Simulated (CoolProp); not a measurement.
Values from CoolProp's reference Helmholtz-energy equation of state, Younglove 1994. It is a modified Benedict-Webb-Rubin equation, recast in Helmholtz form.

**Question.** Give the vapour pressure (bar), enthalpy of vaporisation (kJ/kg), vapour viscosity (µPa s) of saturated R123 at 358, 389.1, 394.3 K.

**Answer.** 
```csv
T (K),p (bar),enthalpy of vaporisation (kJ/kg),vapour viscosity (µPa s)
358,5.52,143,12.8
389.1,11.0,123,14.1
394.3,12.3,120,14.4
```

Viscosity comes from a separate model (Tanaka 1996).
